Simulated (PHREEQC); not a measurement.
FeCl3 is added in steps, without added water, to 1 kg of water holding 0.018 mol HF, 5.3e-05 mol NaF, 1.4e-05 mol H4SiO4 and 0.007 mol HCl, at 25 °C. Oxygen is held at 0.21 atm. The system is closed to CO2. Solids allowed: Chalcedony, Fe(OH)3(a), Halite. Others were left out.

Base run: PHREEQC, ion-association model, phreeqc.dat. Each further column changes one thing. The table gives pH.

| FeCl3 added (mol) | base | Davies equation for every ion | metal-ligand complexes left out | all activity coefficients set to 1 | database wateq4f.dat |
|---|---|---|---|---|---|
| 0 | 2.10 | 2.11 | 2.10 | 2.08 | 2.11 |
| 0.00225 | 1.92 | 1.93 | 2.08 | 1.88 | 1.93 |
| 0.005625 | 1.77 | 1.78 | 2.04 | 1.72 | 1.78 |
| 0.007875 | 1.72 | 1.74 | 2.02 | 1.66 | 1.72 |
| 0.01013 | 1.70 | 1.71 | 1.99 | 1.63 | 1.70 |
| 0.01238 | 1.69 | 1.70 | 1.97 | 1.61 | 1.69 |
| 0.01575 | 1.68 | 1.70 | 1.93 | 1.61 | 1.68 |
| 0.018 | 1.68 | 1.70 | 1.91 | 1.60 | 1.68 |

SiF6-2 is the database's only silicon fluoride. Fluoro complexes past AlF4- and FeF3 are missing from the database. wateq4f.dat counts part of the HF as a dimer, H2F2, which phreeqc.dat doesn't know; its constant is uncertain. phreeqc.dat and wateq4f.dat share most of their constants, so their agreement is no independent check. Solids allowed in the column 'database wateq4f.dat': Fe(OH)3(a), SiO2(a), Halite.
